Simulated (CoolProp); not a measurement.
Aqueous propylene glycol as a coolant, 7 % by mass, freezing at -1.8 °C, 1 atm.

Computed with CoolProp (Melinder's fits for secondary coolants).

```json
[
 {"T (°C)": "1.4", "cp (kJ/(kg K))": "4.100", "Prandtl number": "[?]", "viscosity (mPa s)": "2.30", "density (kg/m³)": "1006"},
 {"T (°C)": "5.7", "cp (kJ/(kg K))": "4.100", "Prandtl number": "15.1", "viscosity (mPa s)": "[?]", "density (kg/m³)": "1006"},
 {"T (°C)": "9.9", "cp (kJ/(kg K))": "4.101", "Prandtl number": "13.1", "viscosity (mPa s)": "1.73", "density (kg/m³)": "1006"},
 {"T (°C)": "14.1", "cp (kJ/(kg K))": "4.103", "Prandtl number": "11.4", "viscosity (mPa s)": "1.53", "density (kg/m³)": "[?]"},
 {"T (°C)": "18.4", "cp (kJ/(kg K))": "4.105", "Prandtl number": "9.95", "viscosity (mPa s)": "1.35", "density (kg/m³)": "1004"},
 {"T (°C)": "22.6", "cp (kJ/(kg K))": "4.108", "Prandtl number": "8.80", "viscosity (mPa s)": "1.21", "density (kg/m³)": "[?]"},
 {"T (°C)": "26.8", "cp (kJ/(kg K))": "[?]", "Prandtl number": "7.85", "viscosity (mPa s)": "1.09", "density (kg/m³)": "1002"},
 {"T (°C)": "31.1", "cp (kJ/(kg K))": "4.115", "Prandtl number": "7.02", "viscosity (mPa s)": "[?]", "density (kg/m³)": "1001"}
]
```

Problem. What belongs in the gaps?

Solution. 
- 1.4, Prandtl number: 17.8
- 5.7, viscosity (mPa s): 1.99
- 14.1, density (kg/m³): 1005
- 22.6, density (kg/m³): 1003
- 26.8, cp (kJ/(kg K)): 4.111
- 31.1, viscosity (mPa s): 0.982
